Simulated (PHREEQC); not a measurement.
Consider water at 25 °C with 0.0028 mol HF and 8.2e-05 mol CsF per kg of water. Closed to the air; pH follows from the charge balance.

Computed with PHREEQC (ion-association model, wateq4f.dat).

Each row changes one thing in this solution. This is a speciation only: nothing precipitates in the calculation.

| case | pH | ionic strength (mol/kgw) | HF (mol/kgw) | F- (mol/kgw) |
|---|---|---|---|---|
| as made | 2.99 | 0.00115 | 0.00171 | 0.00114 |
| diluted 2-fold with water | 3.17 | 0.000729 | 0.000707 | 0.000727 |
| CsF left out | 2.97 | 0.00110 | 0.00168 | 0.00109 |
| HF replaced by NaF at the same molality | 7.34 | 0.00288 | 1.84e-7 | 0.00288 |
| temperature from 25 to 35 °C | 3.02 | 0.00108 | 0.00178 | 0.00107 |
| CsF from 8.2e-05 to 0.00082 mol/kgw | 3.09 | 0.00167 | 0.00192 | 0.00165 |
| HF left out | 7.02 | 8.21e-5 | 1.15e-8 | 8.20e-5 |
| HF replaced by Na2SiF6 at the same molality | 3.23 | 0.00860 | 0.00141 | 0.00175 |

Some of these states are supersaturated (in Quartz (slow to form), Chalcedony (slow to form), for instance). SiF6-2 is the database's only silicon fluoride.
